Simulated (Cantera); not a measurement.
Feed: 1 mol C, 2.6 mol CO2, 0.034 mol H2O, equilibrated at 9.00 Torr.

Method: chemical equilibrium by Gibbs-energy minimisation in Cantera with the NASA 1993 tables (ideal gas, pure condensed phases). Candidate condensed phases: C, C6H6, C7H8, C8H18, H2O; 110 gas species. Equilibrium is a limit: real reactors are often held back by kinetics, nucleation or transport.

Q: Which condensed phases are stable at each of these points (T (K)): 573, 773, 973, 1173, 1373, 1573, 1773, 1973, 2173, 2373?

A: 
| T (K) | condensed phases | C condensed (%) |
|---|---|---|
| 573 | C(graphite) | 27.5 |
| 773 | C(graphite) | 7.0 |
| 973 | gas only | 0.0 |
| 1173 | gas only | 0.0 |
| 1373 | gas only | 0.0 |
| 1573 | gas only | 0.0 |
| 1773 | gas only | 0.0 |
| 1973 | gas only | 0.0 |
| 2173 | gas only | 0.0 |
| 2373 | gas only | 0.0 |

From 573 K to 773 K the condensed part is C(graphite). From 973 K to 2373 K nothing is condensed.
